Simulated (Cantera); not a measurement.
A Cantera script and what it prints.

```python
import numpy as np
import cantera as ct

gas_names = """
    C CN CO CO2 C2 CCN CNC C2N2 C2O C3 C3O2 C4 C4N2 C5 Fe FeC5O5 FeO N NCO NO NO2 NO3 N2 N2O O O2 O3
""".split()
cond_names = """
    C(gr) Fe(a) Fe(c) Fe(d) Fe(L) FeC5O5(L) FeO(s) FeO(L) Fe2O3(s) Fe3O4(s)
""".split()


# ... load() reads the species with a 1 bar reference pressure and builds the phases ...
atoms = {
    'Fe2O3': {'Fe': 2, 'O': 3},
    'C': {'C': 1},
    'N2': {'N': 2},
}
top_T = {'C(gr)': 4500, 'Fe2O3(s)': 1830, 'Fe3O4(s)': 1870}  # K; cautious upper limits of use, not melting points


# ... equilibrate(T, P, feed) seeds the gas with the atoms and calls Mixture.equilibrate('TP', solver="vcs", rtol=1e-11, max_steps=5000) ...
results = []
feed = {'Fe2O3': 1, 'C': 3.4, 'N2': 0.38}  # mol
P = 55  # Pa
for T in [873, 1073, 1273, 1473, 1673, 1873, 2073, 2273, 2473, 2673]:
    mix = equilibrate(T, P, feed)
    results.append((T, P, feed, dict(zip(mix.species_names, mix.species_moles))))
    x = sorted(zip(gas.X, gas.species_names), reverse=True)
    print(f"T = {T:g} K  P = {P:g} Pa  gas = {mix.phase_moles(0):.4g} mol")
    print("   x: " + "  ".join(f"{s} {v:.3e}" for v, s in x if v > 1e-05))
    print("   condensed (mol): " + ("  ".join(f"{mix.phase(i).name} {mix.phase_moles(i):.4g}"
          for i in range(1, mix.n_phases) if mix.phase_moles(i) > 1e-12) or "none"))
```

It prints:

```
T = 873 K  P = 55 Pa  gas = 3.364 mol
   x: CO 8.822e-01  N2 1.130e-01  CO2 4.859e-03
   condensed (mol): C(gr) 0.4163  Fe(a) 2
T = 1073 K  P = 55 Pa  gas = 3.38 mol
   x: CO 8.875e-01  N2 1.124e-01  CO2 6.100e-05
   condensed (mol): C(gr) 0.4002  Fe(a) 2
T = 1273 K  P = 55 Pa  gas = 3.38 mol
   x: CO 8.876e-01  N2 1.124e-01
   condensed (mol): C(gr) 0.4  Fe(c) 2
T = 1473 K  P = 55 Pa  gas = 3.381 mol
   x: CO 8.874e-01  N2 1.124e-01  Fe 1.520e-04
   condensed (mol): C(gr) 0.4  Fe(c) 1.999
T = 1673 K  P = 55 Pa  gas = 3.405 mol
   x: CO 8.811e-01  N2 1.116e-01  Fe 7.297e-03
   condensed (mol): C(gr) 0.4  Fe(d) 1.975
T = 1873 K  P = 55 Pa  gas = 3.947 mol
   x: CO 7.600e-01  Fe 1.437e-01  N2 9.626e-02
   condensed (mol): C(gr) 0.4  Fe(L) 1.433
T = 2073 K  P = 55 Pa  gas = 5.38 mol
   x: CO 5.576e-01  Fe 3.717e-01  N2 7.062e-02  CN 1.604e-05
   condensed (mol): C(gr) 0.3999
T = 2273 K  P = 55 Pa  gas = 5.381 mol
   x: CO 5.576e-01  Fe 3.717e-01  N2 7.055e-02  CN 1.463e-04  C3 1.835e-05
   condensed (mol): C(gr) 0.3988
T = 2473 K  P = 55 Pa  gas = 5.387 mol
   x: CO 5.569e-01  Fe 3.713e-01  N2 7.007e-02  CN 9.273e-04  C3 5.909e-04  C 2.079e-04  C2 5.417e-05
   condensed (mol): C(gr) 0.3836
T = 2673 K  P = 55 Pa  gas = 5.475 mol
   x: CO 5.480e-01  Fe 3.653e-01  N2 6.721e-02  C3 1.114e-02  CN 4.364e-03  C 2.795e-03  C2 1.061e-03  C5 6.709e-05  N 1.447e-05  C2N2 1.377e-05  C4 1.329e-05
   condensed (mol): C(gr) 0.1639
```

These are equilibrium values from Cantera (NASA tables, ideal gas, pure condensed phases), not measurements of a reactor. Iron dissolves carbon and melts from about 1420 K in contact with it, which pure phases cannot show. Condensed phases not in the tables: cementite and carbon dissolved in iron.
